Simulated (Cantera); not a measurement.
**Transport properties of process gases**

Gas mixture: C2H2 = 0.22 (molar parts), at 0.132 atm, frozen composition.

Cantera's kinetic-theory transport with the Lennard-Jones parameters of GRI-Mech 3.0, ideal gas; thermal conductivity in the multicomponent form.

```json
[
 {"T (K)": "400", "ρ (kg/m³)": "0.104", "cp (J/kg/K)": "1931", "μ (µPa s)": "13.6", "λ (mW/m/K)": "35.6", "Pr": "0.737", "D (cm²/s) NH3": "2.22", "D (cm²/s) CO2": "1.61", "D (cm²/s) O": "3.25"},
 {"T (K)": "500", "ρ (kg/m³)": "0.0835", "cp (J/kg/K)": "2101", "μ (µPa s)": "16.4", "λ (mW/m/K)": "46.6", "Pr": "0.737", "D (cm²/s) NH3": "3.40", "D (cm²/s) CO2": "2.43", "D (cm²/s) O": "4.80"},
 {"T (K)": "600", "ρ (kg/m³)": "0.0696", "cp (J/kg/K)": "2232", "μ (µPa s)": "18.9", "λ (mW/m/K)": "57.2", "Pr": "0.737", "D (cm²/s) NH3": "4.79", "D (cm²/s) CO2": "3.38", "D (cm²/s) O": "6.57"},
 {"T (K)": "700", "ρ (kg/m³)": "0.0596", "cp (J/kg/K)": "2340", "μ (µPa s)": "21.2", "λ (mW/m/K)": "67.4", "Pr": "0.737", "D (cm²/s) NH3": "6.36", "D (cm²/s) CO2": "4.44", "D (cm²/s) O": "8.54"},
 {"T (K)": "800", "ρ (kg/m³)": "0.0522", "cp (J/kg/K)": "2436", "μ (µPa s)": "23.4", "λ (mW/m/K)": "77.4", "Pr": "0.736", "D (cm²/s) NH3": "8.10", "D (cm²/s) CO2": "5.61", "D (cm²/s) O": "10.7"},
 {"T (K)": "900", "ρ (kg/m³)": "0.0464", "cp (J/kg/K)": "2526", "μ (µPa s)": "25.5", "λ (mW/m/K)": "87.4", "Pr": "0.736", "D (cm²/s) NH3": "10.0", "D (cm²/s) CO2": "6.89", "D (cm²/s) O": "13.1"}
]
```
D: mixture-averaged diffusion coefficient of that species in the mixture.
